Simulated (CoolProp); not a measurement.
Sulfur hexafluoride along the isobar 7660 kPa: density (kg/m³) from the reference equation and from simpler models built on Tc = 318.7 K, pc = 3755 kPa, ω = 0.210; each cubic takes its own stable root.

Model: reference Helmholtz-energy equation of state, Guder 2009, in CoolProp.

```
T (K)          phase  reference
-----  -------------  ---------
303.8         liquid       1440
341.5  supercritical       1061
379.2  supercritical      598.4
417    supercritical      431.5
454.7  supercritical      353.9
492.4  supercritical      306.1
530.1  supercritical      272.5
567.8  supercritical      247.1
605.5  supercritical      227.0
```

### Question
How far does each simpler model (van der Waals, Redlich-Kwong, Soave-Redlich-Kwong, Peng-Robinson) lie from the reference over these 9 states: mean and median of the absolute difference, and the worst?

### Answer
- van der Waals: mean 13.2 %, median 11.5 %, worst -28.8 % at 303.8 K and 7660 kPa
- Redlich-Kwong: mean 5.6 %, median 4.9 %, worst -9.0 % at 303.8 K and 7660 kPa
- Soave-Redlich-Kwong: mean 4.3 %, median 2.5 %, worst -11.6 % at 341.5 K and 7660 kPa
- Peng-Robinson: mean 1.8 %, median 1.5 %, worst -3.7 % at 341.5 K and 7660 kPa
